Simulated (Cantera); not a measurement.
An isothermal, constant-pressure homogeneous reactor starts with 21.9 % H2, 78.1 % O2, at 1423 K and 0.0178 atm.

Model: the H2/O2 subset of GRI-Mech 3.0, which has no nitrogen chemistry, integrated in Cantera. Radical loss at walls, strong at low pressure, is not modelled. The temperature is held fixed by assumption; the heat of reaction is taken as removed at once.

x: mole fraction; the columns are a selection and need not sum to one.

```
t (s)        x H2   x O2    x HO2       x H      x OH
--------  -------  -----  -------  --------  --------
8.00e-6     0.219  0.781  5.90e-8   5.17e-8   1.02e-8
3.98e-5     0.219  0.781  2.93e-7   3.82e-7   1.84e-7
0.000198    0.218  0.781  1.64e-6  0.000257  0.000140
0.000985   0.0116  0.646  7.25e-6    0.0615    0.0195
0.00490         …  0.676  7.72e-6         …         …
0.0244    0.00239  0.735  6.17e-6   0.00438   0.00940
0.121           …  0.753        …         …         …
0.603     8.75e-6  0.754  1.57e-7   9.44e-7  0.000578
3.00      1.61e-6  0.754  1.55e-7   7.53e-8  0.000249
```

Question: What belongs in the gaps?

Answer: 
- 0.00490, x H2: 0.00921
- 0.00490, x H: 0.0390
- 0.00490, x OH: 0.0177
- 0.121, x H2: 0.000122
- 0.121, x HO2: 9.83e-7
- 0.121, x H: 4.88e-5
- 0.121, x OH: 0.00215
